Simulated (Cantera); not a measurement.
Feed: 1 mol Ti, 0.76 mol H2O, equilibrated at 0.470 bar.

Method: chemical equilibrium by Gibbs-energy minimisation in Cantera with the NASA 1993 tables (ideal gas, pure condensed phases). Candidate condensed phases: H2O, Ti, TiO, TiO2, Ti2O3, Ti3O5, Ti4O7; 12 gas species. Mutual solubility and eutectic melting of coexisting phases are not modelled. TiO: taken at fixed stoichiometry. Condensed phases not in the tables: N, O or C dissolved in the metal. Kinetics and transport are ignored. All values below are at 1548 K.

Base state: H2 1.000, H 4.49e-5 (mole fractions); condensed: Ti(β) + TiO(s).

What changes in the equilibrium state with this change: Ti replaced by TiCl4?


| species | before | after |
|---|---|---|
| HCl | 0 | 0.707 |
| TiCl4 | 0 | 0.286 |
| TiCl3 | 0 | 0.00284 |
| H2 | 1.000 | 0.000121 |
| Cl | 0 | 0.00231 |
| Cl2 | 0 | 0.000391 |
| Ti(β), mol | 0.240 | 0 |
| TiO(s), mol | 0.760 | 0 |
| TiO2(rutile), mol | 0 | 0.379 |
Further candidate phases: TiCl2, TiCl3, TiCl4.
